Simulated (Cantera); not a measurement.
What does this Cantera script print?

```python
import numpy as np
import cantera as ct

gas_names = """
    CL CLO CL2 O O2 O3 Ti TiCL TiCL2 TiCL3 TiCL4 TiO TiOCL TiOCL2 TiO2
""".split()
cond_names = """
    Ti(a) Ti(b) Ti(L) TiCL2(s) TiCL3(s) TiCL4(L) TiO(a) TiO(b) TiO(L) TiO2(ru) TiO2(L) Ti2O3(a) Ti2O3(b)
    Ti2O3(L) Ti3O5(a) Ti3O5(b) Ti3O5(L) Ti4O7(s) Ti4O7(L)
""".split()


# ... load() reads the species with a 1 bar reference pressure and builds the phases ...
atoms = {
    'TiCl4': {'Ti': 1, 'CL': 4},
    'O2': {'O': 2},
}
top_T = {'TiCL2(s)': 1300, 'TiCL3(s)': 1000}  # K; cautious upper limits of use, not melting points


# ... equilibrate(T, P, feed) seeds the gas with the atoms and calls Mixture.equilibrate('TP', solver="vcs", rtol=1e-11, max_steps=5000) ...
results = []
feed = {'TiCl4': 1, 'O2': 0.56}  # mol
P = 13332.2  # Pa
for T in [925, 1125, 1325, 1525, 1725, 1925, 2125]:
    mix = equilibrate(T, P, feed)
    results.append((T, P, feed, dict(zip(mix.species_names, mix.species_moles))))

top = {s: max(r[3][s] / sum(r[3][g] for g in gas_names) for r in results) for s in gas_names}
cols = sorted((s for s in top if top[s] > 0.0001), key=lambda s: -top[s])[:7]
seen = [c for c in cond_names if any(r[3].get(c, 0) > 1e-12 for r in results)]
print("log10 of partial pressures in bar; condensed amounts in mol")
print(f"{'T/K':>10s}" + "".join(f"{s[:9]:>10s}" for s in cols + seen))
for T, P, feed, n in results:
    ng = sum(n[g] for g in gas_names)
    print(f"{T:10.4g}" + "".join(f"{np.log10(max(n[s] / ng * P / 1e5, 1e-99)):10.3f}" for s in cols)
          + "".join(f"{n.get(c, 0):10.4g}" for c in seen))
```

It prints:

```
log10 of partial pressures in bar; condensed amounts in mol
       T/K        CL       CL2     TiCL4     TiCL3    TiOCL2        O2       CLO  TiO2(ru)
       925    -4.446    -1.019    -1.425    -9.810   -12.092    -7.629    -9.372      0.56
      1125    -3.199    -1.021    -1.426    -7.586    -9.052    -5.853    -7.463      0.56
      1325    -2.330    -1.038    -1.432    -6.035    -6.945    -4.648    -6.155    0.5597
      1525    -1.713    -1.103    -1.456    -4.887    -5.411    -3.855    -5.264    0.5582
      1725    -1.302    -1.283    -1.512    -3.981    -4.259    -3.474    -4.757    0.5546
      1925    -1.078    -1.633    -1.600    -3.204    -3.375    -3.551    -4.649    0.5513
      2125    -0.992    -2.112    -1.727    -2.534    -2.691    -3.951    -4.828    0.5376
```

These are equilibrium values from Cantera (NASA tables, ideal gas, pure condensed phases), not measurements of a reactor. The tables' values for TiCl2 are old estimates; treat these amounts as uncertain. Condensed phases not in the tables: TiOCl.
